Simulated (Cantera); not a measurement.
Input: 1 mol Si2H6, 0.16 mol O2, equilibrated at 0.133 bar.

Equilibrium computed with Cantera from the NASA thermochemical tables; the gas is ideal and each condensed phase is pure. Candidate condensed phases: H2O, Si, SiO2; 18 gas species. The feed counts by its element totals alone. Gases not in the tables: Si2H6 and higher silanes. The numbers say what is thermodynamically allowed, not how fast it happens. All values below are at 1998 K.

Base state: H2 0.899, SiO 0.0961, H 0.00417, Si 0.000319, SiH2 9.44e-5, SiH 7.53e-5 (mole fractions); condensed: Si(l).

Problem. What changes in the equilibrium state with this change: pressure from 0.133 bar to 6.50e-5 bar?

Solution. 
| species | before | after |
|---|---|---|
| H2 | 0.899 | 0.489 |
| Si | 0.000319 | 0.309 |
| H | 0.00417 | 0.139 |
| SiO | 0.0961 | 0.0597 |
| Si2 | 3.29e-6 | 0.00150 |
| Si3 | 7.06e-7 | 0.000152 |
| SiH | 7.53e-5 | 0.00119 |
| SiH2 | 9.44e-5 | 2.42e-5 |
| Si(l), mol | 1.68 | 0 |
